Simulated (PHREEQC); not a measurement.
# Nickel, zinc or cadmium bath: speciation

Solution (25 °C): 0.011 mol/kgw NiSO4 and 3.3e-05 mol/kgw KCl. Closed to the air; pH follows from the charge balance.

All values are PHREEQC results (ion-association model, wateq4f.dat), not measurements.

Each row changes one thing in this solution. Precipitation was switched off in this run.

```tsv
case	pH	ionic strength (mol/kgw)	SO4-2 (mol/kgw)	HSO4- (mol/kgw)
as made	6.19	0.0313	0.00781	3.02e-7
KCl left out	6.19	0.0312	0.00781	3.02e-7
NiSO4 replaced by CaSO4 at the same molality	7.05	0.0308	0.00770	4.09e-8
NiSO4 from 0.011 to 0.11 mol/kgw	6.01	0.232	0.0579	2.12e-6
temperature from 25 to 60 °C	5.79	0.0298	0.00744	1.65e-6
diluted 10-fold with water	6.49	0.00396	0.000989	2.57e-8
KCl replaced by LiCl at the same molality	6.19	0.0313	0.00781	3.02e-7
```

Species that the database lacks are ignored. In wateq4f.dat the enthalpy of Ni(OH)2 has the wrong sign, so its saturation index can't be trusted away from 25 °C. Constants without temperature data keep their 25 °C values here.
